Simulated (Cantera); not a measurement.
Ignition delay

Mixture: C3H8 : O2 : N2 : H2O = 1 : 4.55 : 17.1 : 0.82 (molar parts), at 0.355 atm, adiabatic and at constant pressure. Ignition delay is the time to a rise of 400 K.

Detailed kinetics in Cantera: GRI-Mech 3.0 (53 species, 325 reactions). GRI-Mech 3.0 was tuned for natural gas; its chemistry of propane as a main component is partial and can be far from experiment.

| T0 (K) | delay (ms) |
|---|---|
| 1125 | 54.4 |
| 1175 | 17.7 |
| 1225 | 6.43 |
| 1275 | 2.61 |
| 1325 | 1.18 |
| 1375 | 0.596 |

| Quantity | Value |
|---|---|
| apparent activation energy between 1275 and 1375 K | 220 kJ/mol |
